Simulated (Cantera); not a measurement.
Input (Python, Cantera) and output of one run.

```python
import numpy as np
import cantera as ct

gas_names = """
    CL CL2 H HCL H2 Si SiCL SiCL2 SiCL3 SiCL4 SiH SiHCL3 SiH2 SiH2CL2 SiH3 SiH3CL SiH4 Si2 Si3
""".split()
cond_names = """
    Si(cr) Si(L)
""".split()


# ... load() reads the species with a 1 bar reference pressure and builds the phases ...
atoms = {
    'Si': {'Si': 1},
    'HCl': {'H': 1, 'CL': 1},
    'H2': {'H': 2},
}
top_T = {}  # K; cautious upper limits of use, not melting points


# ... equilibrate(T, P, feed) seeds the gas with the atoms and calls Mixture.equilibrate('TP', solver="vcs", rtol=1e-11, max_steps=5000) ...
results = []
feed = {'Si': 1, 'HCl': 2, 'H2': 3.4}  # mol
P = 47000  # Pa
for T in [725, 825, 925, 1025, 1125, 1225, 1325, 1425]:
    mix = equilibrate(T, P, feed)
    results.append((T, P, feed, dict(zip(mix.species_names, mix.species_moles))))

top = {s: max(r[3][s] / sum(r[3][g] for g in gas_names) for r in results) for s in gas_names}
cols = sorted((s for s in top if top[s] > 1e-06), key=lambda s: -top[s])[:8]
seen = [c for c in cond_names if any(r[3].get(c, 0) > 1e-12 for r in results)]
print("log10 of partial pressures in bar; condensed amounts in mol")
print(f"{'T/K':>10s}" + "".join(f"{s[:9]:>10s}" for s in cols + seen))
for T, P, feed, n in results:
    ng = sum(n[g] for g in gas_names)
    print(f"{T:10.4g}" + "".join(f"{np.log10(max(n[s] / ng * P / 1e5, 1e-99)):10.3f}" for s in cols)
          + "".join(f"{n.get(c, 0):10.4g}" for c in seen))
```

Output:

```
log10 of partial pressures in bar; condensed amounts in mol
       T/K        H2       HCL     SiCL4     SiCL2    SiHCL3     SiCL3   SiH2CL2    SiH3CL    Si(cr)
       725    -0.381    -3.633    -1.469    -6.988    -1.727    -5.422    -3.143    -5.219    0.4485
       825    -0.381    -3.009    -1.465    -5.593    -1.745    -4.502    -3.099    -5.083    0.4518
       925    -0.382    -2.524    -1.467    -4.507    -1.764    -3.786    -3.070    -4.983    0.4582
      1025    -0.386    -2.140    -1.479    -3.643    -1.790    -3.221    -3.056    -4.911    0.4693
      1125    -0.392    -1.833    -1.511    -2.948    -1.830    -2.774    -3.060    -4.863    0.4848
      1225    -0.401    -1.590    -1.581    -2.391    -1.898    -2.435    -3.090    -4.841    0.4989
      1325    -0.415    -1.407    -1.719    -1.961    -2.018    -2.208    -3.161    -4.851    0.5002
      1425    -0.431    -1.284    -1.965    -1.657    -2.218    -2.108    -3.288    -4.897    0.4809
```

These are equilibrium values from Cantera (NASA tables, ideal gas, pure condensed phases), not measurements of a reactor. The tables' values for SiCl3 are old estimates; treat these amounts as uncertain.
